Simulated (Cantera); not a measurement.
A perfectly stirred reactor is fed with H₂ : O₂ : N₂ : NO = 1 : 0.357 : 1.34 : 0.0092 (molar parts), at 285 Torr; it is adiabatic with a 748 K inlet, and is followed from long to short residence time, starting on the burning branch (τ in s: 0.14, 0.062, 0.027, 0.012, 0.0053, 0.0023, 0.001, 0.00045, 0.0002, 8.6e-05, 3.8e-05, 1.7e-05).

Cantera simulation using GRI-Mech 3.0 (53 species, 325 reactions); the numbers are that mechanism's predictions, not measurements. The mechanism lacks 2 NO + O2 → 2 NO2 and HONO, so NO2 and the effect of NO are under-described below about 1400 K.

x: mole fraction; the columns are a selection and need not sum to one.

```
τ (s)    T (K)   x H₂      x O₂     x NO   x H₂O₂   x N₂       x O
-------  -----  -----  --------  -------  -------  -----  --------
0.14      2519  0.116  0.000876  0.00147  3.94e-8  0.564  0.000847
0.062     2506  0.116  0.000979  0.00168  4.09e-8  0.563  0.000942
0.027     2479  0.116   0.00121  0.00202  4.39e-8  0.562   0.00116
0.012     2428  0.116         …        …        …  0.559         …
0.0053    2343  0.116         …        …        …  0.555         …
0.0023    2219  0.114   0.00414  0.00341  8.44e-8  0.549   0.00401
0.0010    2067  0.112   0.00624  0.00361  1.42e-7  0.542   0.00595
0.00045   1903  0.108   0.00875  0.00364  2.66e-7  0.535   0.00792
0.00020   1729  0.105    0.0120  0.00362  5.29e-7  0.527   0.00957
8.6e-5    1549  0.105    0.0174  0.00357  9.73e-7  0.520    0.0104
3.8e-5    1367  0.129    0.0316  0.00352  1.32e-6  0.513   0.00962
1.7e-5     748  0.370     0.132  0.00340   <1e-12  0.495    <1e-12
```

Problem. Complete the blanks.

Solution. 
- 0.012, x O₂: 0.00170
- 0.012, x NO: 0.00250
- 0.012, x H₂O₂: 4.92e-8
- 0.012, x O: 0.00162
- 0.0053, x O₂: 0.00262
- 0.0053, x NO: 0.00301
- 0.0053, x H₂O₂: 5.96e-8
- 0.0053, x O: 0.00252
